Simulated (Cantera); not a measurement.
Gas-phase reforming

An isothermal, constant-pressure homogeneous reactor starts with 18.9 % CH4, 81.1 % CO2, at 1423 K and 10.0 bar.

Model: GRI-Mech 3.0 (53 species, 325 reactions), integrated in Cantera.

```
t (s)       x CH4  x CO2     x O    x O2    x C2H6     x CH2      x H2
--------  -------  -----  ------  ------  --------  --------  --------
1.00e-6     0.189  0.811  <1e-12  <1e-12  4.32e-12    <1e-12   7.35e-8
3.92e-6     0.189  0.811  <1e-12  <1e-12  2.70e-10    <1e-12   2.95e-7
1.53e-5     0.189  0.811  <1e-12  <1e-12   1.61e-8    <1e-12   1.16e-6
6.01e-5     0.189  0.811  <1e-12  <1e-12   7.84e-7  6.64e-12   4.64e-6
0.000235    0.189  0.811  <1e-12  <1e-12   1.24e-5  1.59e-11   1.92e-5
0.000922    0.189  0.811  <1e-12  <1e-12   6.42e-5  2.00e-11   7.89e-5
0.00361     0.188  0.811  <1e-12  <1e-12  0.000245  3.41e-11  0.000348
0.0141      0.186  0.811  <1e-12  <1e-12  0.000597  6.21e-11   0.00188
0.0554      0.178  0.804  <1e-12  <1e-12  0.000545  6.24e-11   0.00923
0.217       0.151  0.766  <1e-12  <1e-12  0.000334  8.05e-11    0.0227
0.850      0.0869  0.641  <1e-12  <1e-12  0.000175  3.22e-10    0.0230
3.33       0.0321  0.493  <1e-12  <1e-12   6.02e-5  4.63e-10    0.0353
13.0       0.0324  0.403  <1e-12  <1e-12   4.16e-5  1.03e-10    0.0582
51.1       0.0186  0.333  <1e-12  <1e-12   9.47e-6  1.70e-11    0.0853
200       0.00412  0.297  <1e-12  <1e-12   3.86e-7  2.24e-12     0.105
```
x: mole fraction; the columns are a selection and need not sum to one.

Equilibrium at this temperature and pressure: CH4 4.08e-6, CO2 0.288, O <1e-12, O2 <1e-12, C2H6 <1e-12, CH2 <1e-12, H2 0.110 (gas phase only).
